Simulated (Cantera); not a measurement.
**Diamond growth**

A diamond (100) surface in a fixed gas of H2 with x(CH4) = 0.0049, x(H) = 0.0029, x(CH3) = 0.00053, 150 Torr; coverages are run to steady state.

Model: the Harris–Goodwin 1993 mechanism for the reconstructed diamond (100) surface, integrated in Cantera.

```tsv
T (K)	growth (µm/h)	θ c6HH	θ c6H*	θ c6*H	θ c6**	θ c6HM
950	37.2	0.558	0.0123	0.289	0.00547	0.104
1025	53.0	0.516	0.0184	0.349	0.00965	0.0761
1100	64.6	0.476	0.0256	0.404	0.0155	0.0515
1175	58.8	0.443	0.0339	0.455	0.0230	0.0272
1250	38.7	0.412	0.0426	0.495	0.0317	0.00977
1325	26.0	0.381	0.0508	0.520	0.0406	0.00274
1400	22.2	0.355	0.0584	0.533	0.0490	0.000723
```
θ: site fractions in the mechanism's names (c6HH fully hydrogenated, c6H* and c6*H radical sites, c6** diradical, c6HM methylated).
